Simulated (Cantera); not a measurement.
Feed: 1 mol PbO, 1.2 mol CH4, 0.39 mol H2, held at 27.0 Pa.

Cantera equilibrium calculation (NASA polynomials, part measured and part estimated; ideal gas, pure solids and liquids). Candidate condensed phases: C, C6H6, C7H8, C8H18, H2O, Pb, PbO, PbO2, Pb3O4; 113 gas species. Equilibrium is a limit: real reactors are often held back by kinetics, nucleation or transport. All values below are at 2550 K.

Base state: H 0.602, CO 0.145, Pb 0.145, H2 0.101, C3 0.00395, C2H2 (acetylene) 0.00134, C 0.00121, C2H 0.000638 (mole fractions); condensed: C(graphite).

Problem. What changes in the equilibrium state with this change: CH4 from 1.2 to 0.48 mol?

Solution. 
```tsv
species	before	after
H	0.602	0.475
Pb	0.145	0.235
CO	0.145	0.110
O	<1e-9	0.0819
OH	<1e-9	0.0165
H2	0.101	0.0626
H2O	<1e-9	0.00994
O2	<1e-9	0.00532
C3	0.00395	<1e-9
CO2	<1e-9	0.00277
C2H2 (acetylene)	0.00134	<1e-9
C(graphite), mol	0.0766	0
```
